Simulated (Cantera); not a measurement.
Cantera run, input and output.

```python
import numpy as np
import cantera as ct

gas = ct.Solution("gri30.yaml")
gas.TPX = 1575, 910, {'C2H4': 1, 'H2': 3.2}
reactor = ct.IdealGasConstPressureReactor(gas, energy="off", clone=False)
net = ct.ReactorNet([reactor])
net.rtol, net.atol = 1e-08, 1e-18
show = ['C2H4', 'H2', 'CH3', 'C2H2', 'C2H', 'C2H6', 'H']
times = np.geomspace(1e-06, 100, 10)

steps = ct.SolutionArray(gas, extra=["t"])
rows = []
print(f"{'t/s':>10s}{'T/K':>9s}{'P/Pa':>11s}" + "".join(f"{s:>11s}" for s in show))
for t in times:
    while net.time < t:
        t_next = net.step()
        steps.append(gas.state, t=t_next)
    rows.append([np.interp(t, steps.t, y) for y in (steps.T, steps.P, *steps(*show).X.T)])
    print(f"{t:10.3e}{rows[-1][0]:9.1f}{rows[-1][1]:11.4g}" + "".join(f"{x:11.3e}" for x in rows[-1][2:]))
rate = np.gradient(steps.T, steps.t)
print("integrator steps:", len(steps.t))
if steps.T.max() > steps.T[0] + 200:
    print(f"time of steepest temperature rise: {steps.t[rate.argmax()]:.4e} s")
gas.TPX = 1575, 910, {'C2H4': 1, 'H2': 3.2}
gas.equilibrate("TP")
print(f"equilibrium (TP): T = {gas.T:.1f} K  " + "  ".join(f"{s} {gas[s].X[0]:.3e}" for s in show))
```

It prints:

```
       t/s      T/K       P/Pa       C2H4         H2        CH3       C2H2        C2H       C2H6          H
 1.000e-06   1575.0        910  2.381e-01  7.619e-01  1.138e-16  6.892e-07  9.814e-19  7.189e-14  4.286e-10
 7.743e-06   1575.0        910  2.381e-01  7.619e-01  9.950e-15  5.337e-06  6.496e-17  4.104e-12  3.286e-09
 5.995e-05   1575.0        910  2.380e-01  7.619e-01  1.552e-12  4.133e-05  3.979e-15  1.782e-10  2.518e-08
 4.642e-04   1575.0        910  2.377e-01  7.620e-01  1.013e-10  3.205e-04  2.430e-13  2.969e-09  1.976e-07
 3.594e-03   1575.0        910  2.350e-01  7.625e-01  1.399e-09  2.514e-03  1.490e-11  3.133e-08  1.544e-06
 2.783e-02   1575.0        910  2.121e-01  7.669e-01  1.462e-08  2.098e-02  8.672e-10  3.090e-07  1.084e-05
 2.154e-01   1575.0        910  7.945e-02  7.924e-01  3.328e-08  1.281e-01  1.207e-08  2.909e-07  2.551e-05
 1.668e+00   1575.0        910  1.951e-04  8.073e-01  5.846e-07  1.921e-01  2.666e-07  3.442e-09  3.830e-04
 1.292e+01   1575.0        910  1.946e-04  8.072e-01  1.452e-06  1.921e-01  2.747e-07  3.499e-09  3.946e-04
 1.000e+02   1575.0        910  1.944e-04  8.068e-01  6.936e-06  1.919e-01  2.744e-07  4.850e-09  3.943e-04
integrator steps: 780
equilibrium (TP): T = 1575.0 K  C2H4 1.942e-04  H2 8.065e-01  CH3 1.122e-05  C2H2 1.918e-01  C2H 2.740e-07  C2H6 7.142e-09  H 3.940e-04
```

Model: GRI-Mech 3.0 (53 species, 325 reactions), integrated in Cantera. GRI-Mech 3.0 was tuned for natural gas; its chemistry of ethylene as a main component is partial and can be far from experiment. GRI-Mech 3.0 stops at C3 and has no aromatics, soot or wall deposition, so with more carbon than oxygen in the feed, carbon stays in small species such as C2H2 where larger ones or solid carbon would form. Radical loss at walls, strong at low pressure, is not modelled.
